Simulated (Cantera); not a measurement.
Feed: 1 mol TiCl4, a varied amount of O2, 28 mol H2, held at 1875 K and 37.0 Pa.

Cantera equilibrium calculation (NASA polynomials, part measured and part estimated; ideal gas, pure solids and liquids). Candidate condensed phases: H2O, Ti, TiCl2, TiCl3, TiCl4, TiO, TiO2, Ti2O3, Ti3O5, Ti4O7; 23 gas species. The tables' values for TiCl2 are old estimates; treat these amounts as uncertain. Rates play no part.

Task: At 0.9 mol O2, list the 5 most abundant gas species with their mole fractions, and the condensed phases.

Result: H2 0.833, HCl 0.127, H 0.0311, H2O 0.00440, Cl 0.00360. Condensed: Ti3O5(s).
